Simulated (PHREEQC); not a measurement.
PHREEQC input (ion-association model, wateq4f.dat):

```
SOLUTION_SPECIES
  PO4-3 + 3H+ = H3PO4  # constants of phreeqc.dat
    -log_k 21.721
    -delta_h -10.1 kJ
SOLUTION 1
  temp 25
  units mol/kgw
  pH 7 charge
  S(6) 0.038
  Na 0.076
END
SELECTED_OUTPUT 1
  -reset false
  -pH true
  -pe true
  -ionic_strength true
  -water true
  -totals Ag C Na P S C(-4) C(4) S(-2) S(6)
  -molalities H+ Ag+ CO3-2 Na+ PO4-3 SO4-2 HPO4-2 H2PO4- NaHPO4- CO2
    HCO3- NaCO3- NaHCO3 NaSO4- HSO4- H2S HS- S-2 O2 OH-
    AgHS Ag(HS)2- AgOH Ag(OH)2- AgSO4- H3PO4
  -equilibrium_phases Ag3PO4 Ag2O Ag2CO3 Ag2SO4 Mirabilite Nahcolite Natron
PRINT
  -reset false
USE solution 1
EQUILIBRIUM_PHASES 1
  Ag3PO4 0 0.5
  Ag2O 0 0
  Ag2CO3 0 0
  Ag2SO4 0 0
  Mirabilite 0 0
  Nahcolite 0 0
  Natron 0 0
  O2(g) -0.68 10
  CO2(g) -5 10
END
# ... the last block is repeated for the other 10 points of log pCO2 (atm)
```

Selected output (columns that matter, 11 of 11 rows; log pCO2 (atm) added in front):

```
log pCO2 (atm)	pH	mu	Ag	C	Na	P	S	m_H+	m_Ag+	m_Na+	m_SO4-2	m_HPO4-2	m_H2PO4-	Ag3PO4
-5	8.9544	0.10591	0.00070142	0.00020066	0.076	0.00023381	0.038	1.3494e-09	0.00056587	0.071612	0.0335	0.00022036	1.8546e-06	0.49977
-4.5	8.6114	0.10606	0.00085623	0.0002708	0.076	0.00028541	0.038	2.973e-09	0.00069113	0.071615	0.033475	0.00026665	4.9424e-06	0.49971
-4	8.2465	0.10625	0.0010622	0.00036001	0.076	0.00035406	0.038	6.8892e-09	0.00085774	0.071619	0.033442	0.00032353	1.3888e-05	0.49965
-3.5	7.8777	0.10649	0.0013301	0.00048637	0.076001	0.00044337	0.038	1.6105e-08	0.0010746	0.071623	0.0334	0.00038503	3.8614e-05	0.49956
-3	7.5196	0.10677	0.0016783	0.0006891	0.076001	0.00055944	0.038	3.6741e-08	0.0013566	0.071628	0.033344	0.00043715	9.9935e-05	0.49944
-2.5	7.1784	0.1071	0.0021435	0.0010482	0.076001	0.00071449	0.038001	8.0623e-08	0.0017337	0.071634	0.03327	0.0004603	0.00023069	0.49929
-2	6.8505	0.10752	0.002797	0.0017327	0.076002	0.00093234	0.038001	1.7157e-07	0.0022643	0.071644	0.033166	0.00044055	0.00046932	0.49907
-1.5	6.5277	0.1081	0.0037598	0.0031559	0.076003	0.0012533	0.038001	3.6088e-07	0.0030474	0.071658	0.033013	0.00038114	0.00085268	0.49875
-1	6.2036	0.109	0.0052111	0.0064784	0.076004	0.001737	0.038002	7.6142e-07	0.0042314	0.071679	0.032786	0.00030159	0.00142	0.49826
-0.5	5.8761	0.11041	0.0073995	0.015197	0.076006	0.0024665	0.038003	1.6195e-06	0.0060248	0.071709	0.03245	0.00022364	0.0022312	0.49753
0	5.5457	0.1126	0.010669	0.040128	0.07601	0.0035563	0.038005	3.4693e-06	0.0087216	0.071751	0.031964	0.00015945	0.0033877	0.49644
```

Species that the database lacks are ignored. H3PO4, which wateq4f.dat lacks, is added to it with the constant of phreeqc.dat. The database has no phosphate complexes of Ag.
